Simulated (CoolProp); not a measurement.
Methane at 293.15 K and 0.575 MPa flows at 21 m/s in a round tube of 6 mm bore and 0.25 µm roughness, fully developed (64/Re and Nu = 3.66 if laminar; Colebrook and Gnielinski if turbulent). Each further row changes one setting.

Model: reference Helmholtz-energy equation of state, Setzmann 1991, in CoolProp.

```json
[
 {"case": "as stated", "Reynolds number": "43400", "Darcy friction factor": "0.0217", "pressure drop (Pa/m)": "3050", "heat-transfer coefficient (W/(m² K))": "545", "mass flow (kg/h)": "8.18"},
 {"case": "velocity 42 m/s", "Reynolds number": "86800", "Darcy friction factor": "?", "pressure drop (Pa/m)": "10500", "heat-transfer coefficient (W/(m² K))": "?", "mass flow (kg/h)": "?"},
 {"case": "diameter 12 mm", "Reynolds number": "86800", "Darcy friction factor": "0.0186", "pressure drop (Pa/m)": "1310", "heat-transfer coefficient (W/(m² K))": "468", "mass flow (kg/h)": "32.7"}
]
```

Problem. Fill in the missing entries.

Solution. 
- velocity 42 m/s, Darcy friction factor: 0.0187
- velocity 42 m/s, heat-transfer coefficient (W/(m² K)): 942
- velocity 42 m/s, mass flow (kg/h): 16.4

Viscosity comes from a separate model (Quiñones-Cisneros 2006). Thermal conductivity comes from a separate model (Friend 1989).
